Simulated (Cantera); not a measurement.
Source: NASA polynomial tables (part measured, part estimated), evaluated in Cantera. Values are per mole of reaction as written; species without (g) are pure solids or liquids, kept so even where they would boil at 1 bar.

Between 1875 and 2675 K, where is each reaction favourable under standard conditions?
- 2 SiH₃(g) + SiC₂(g) → 2 CH₃(g) + 3 Si
- 2 H₂S(g) + 2 SiH₂(g) → 2 SiH₄(g) + S₂(g)
- SiH₂(g) + H(g) → SiH₃(g)


- 2 SiH₃(g) + SiC₂(g) → 2 CH₃(g) + 3 Si: ΔG° is -350 kJ at 1875 K and -256 kJ at 2675 K; it stays negative (K > 1). ΔH° is -568 kJ and ΔS° -117 J/K at 2675 K.
- 2 H₂S(g) + 2 SiH₂(g) → 2 SiH₄(g) + S₂(g): ΔG° is 115 kJ at 1875 K and 268 kJ at 2675 K; it stays positive (K < 1). ΔH° is -236 kJ and ΔS° -188 J/K at 2675 K.
- SiH₂(g) + H(g) → SiH₃(g): ΔG° is -31 kJ at 1875 K and 70 kJ at 2675 K; it changes sign between 2075 and 2275 K. ΔH° is -267 kJ and ΔS° -126 J/K at 2675 K.
